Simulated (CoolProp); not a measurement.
A closed Brayton cycle with carbon dioxide: compressor inlet 310.15 K and 8.4 MPa, high pressure 21.1 MPa, turbine inlet 755 K, compressor efficiency 0.85, turbine efficiency 0.93, recuperator effectiveness 0.9 (on enthalpy, no pinch check). Each further row changes one setting.

The numbers come from the reference Helmholtz-energy equation of state, Span 1996 in CoolProp.

| case | thermal efficiency (%) | net work (kJ/kg) | compressor to turbine work | compressor exit (K) | turbine exit (K) |
|---|---|---|---|---|---|
| as stated | 32.7 | 86.5 | 0.24 | 353.1 | 647.2 |
| turbine inlet 705 K | 31.0 | 77.7 | 0.26 | 353.1 | 601.2 |
| compressor inlet 320.15 K | 31.8 | 71.1 | 0.37 | 391.8 | 647.2 |
| high pressure 17.9 MPa | 30.5 | 73.8 | 0.22 | 345.2 | 666.0 |
| recuperator effectiveness 0.5 | 21.4 | 86.5 | 0.24 | 353.1 | 647.2 |
